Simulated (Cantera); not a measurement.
Feed: 1 mol AlN, 0.04 mol C, 0.8 mol N2, held at 1 atm.

Equilibrium computed with Cantera from the NASA thermochemical tables; the gas is ideal and each condensed phase is pure. Candidate condensed phases: Al, AlN, C; 29 gas species. Ions and electrons are included (thermal ionisation). Rates play no part.

log p: log10 of the partial pressure in bar; n: condensed amount in mol.

```
T (K)  log p N2  log p Al  log p N  log p CN  log p C  n AlN(s)  n C(graphite)
-----  --------  --------  -------  --------  -------  --------  -------------
2000       0.01     -4.69    -9.04     -6.25   -10.52     1.000         0.0400
2250       0.01     -2.86    -7.65     -4.99    -8.44     0.999         0.0400
2500      -0.01     -1.40    -6.54     -3.99    -6.78     0.967         0.0398
2750      -0.24     -0.36    -5.74     -3.29    -5.42         0         0.0377
3000      -0.24     -0.36      [?]       [?]      [?]         0            [?]
3250      -0.25     -0.36    -4.33     -2.12    -3.43         0              0
3500      -0.25     -0.36    -3.78     -2.00    -2.98         0              0
3750      -0.25     -0.36    -3.30     -1.94    -2.65         0              0
4000      -0.25     -0.36    -2.88     -1.95    -2.41         0              0
4250      -0.25     -0.37    -2.50     -1.99    -2.24         0              0
4500      -0.26     -0.37      [?]       [?]      [?]         0              0
4750      -0.26     -0.37    -1.88     -2.14    -2.02         0              0
5000      -0.27     -0.38    -1.61     -2.24    -1.96         0              0
```

Question: Some entries are withheld; supply them.

Answer: 
- 4500, log p N: -2.17
- 4500, log p CN: -2.06
- 4500, log p C: -2.11
- 3000, log p N: -4.98
- 3000, log p CN: -2.61
- 3000, log p C: -4.30
- 3000, n C(graphite): 0.0289
